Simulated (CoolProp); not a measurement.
Properties of carbon monoxide along the isotherm -42.75 °C.

Values from CoolProp's reference Helmholtz-energy equation of state, Lemmon 2006. It is a short technical equation, of lower accuracy than the large ones.

| p (MPa) | phase | density (kg/m³) | speed of sound (m/s) |
|---|---|---|---|
| 3.5 | supercritical | (withheld) | 310.2 |
| 7 | supercritical | (withheld) | 317.9 |
| 10.5 | supercritical | 170.0 | 333.1 |
| 14 | supercritical | (withheld) | (withheld) |
| 17.5 | supercritical | 276.6 | 383.5 |
| 21 | supercritical | (withheld) | 414.9 |
| 24.5 | supercritical | 357.5 | (withheld) |
| 28 | supercritical | 389.3 | (withheld) |
| 31.5 | supercritical | 416.7 | 511.7 |
| 35 | supercritical | 440.7 | (withheld) |

Task: Some entries are withheld; supply them.

Result: 
- 3.5, density (kg/m³): 53.71
- 7, density (kg/m³): 111.3
- 14, density (kg/m³): 226.1
- 14, speed of sound (m/s): 355.5
- 21, density (kg/m³): 320.3
- 24.5, speed of sound (m/s): 447.6
- 28, speed of sound (m/s): 480.1
- 35, speed of sound (m/s): 542.1
